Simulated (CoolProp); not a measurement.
Properties of n-hexane along the isobar 0.778 MPa (Tc = 234.7 °C, pc = 3.044 MPa, ω = 0.300).

Model: reference Helmholtz-energy equation of state, Thol 2019, in CoolProp.

```csv
T (°C),phase,isothermal compressibility (1/MPa),viscosity (µPa s)
-1.55,liquid,0.001319,396
25.85,liquid,0.001693,298
53.25,liquid,(withheld),231
80.55,liquid,0.003023,183
107.95,liquid,(withheld),146
135.35,liquid,0.006680,117
162.65,gas,(withheld),9.83
190.05,gas,1.518,10.3
217.35,gas,1.457,10.8
244.75,gas,1.418,11.3
272.15,gas,1.390,11.8
299.45,gas,1.370,12.4
326.85,gas,(withheld),(withheld)
```

Problem. Fill in the missing entries.

Solution. 
- 53.25, isothermal compressibility (1/MPa): 0.002226
- 107.95, isothermal compressibility (1/MPa): 0.004318
- 162.65, isothermal compressibility (1/MPa): 1.623
- 326.85, isothermal compressibility (1/MPa): 1.355
- 326.85, viscosity (µPa s): 12.9

Viscosity comes from a separate model (Michailidou 2013).
